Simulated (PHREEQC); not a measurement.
## Metal-bearing waste water: speciation

Consider water at 63 °C with 0.22 mmol/kgw FeSO4, 0.048 mmol/kgw ZnCl2 and 0.077 mmol/kgw NaHCO3. Closed to the air; pH follows from the charge balance.

Model: ion-association model, phreeqc.dat, run in PHREEQC.

This is a speciation only: nothing precipitates in the calculation.

Question: What pH, specific conductance does the model give?

Answer: pH 6.96; specific conductance 140 µS/cm.

Question: In which forms is Zn present?

Answer: Zn+2 85 %, ZnOH+ 9.9 %, ZnSO4 3.9 %, ZnCO3 0.6 %, ZnHCO3+ 0.6 % of the Zn.

Constants without temperature data keep their 25 °C values here.
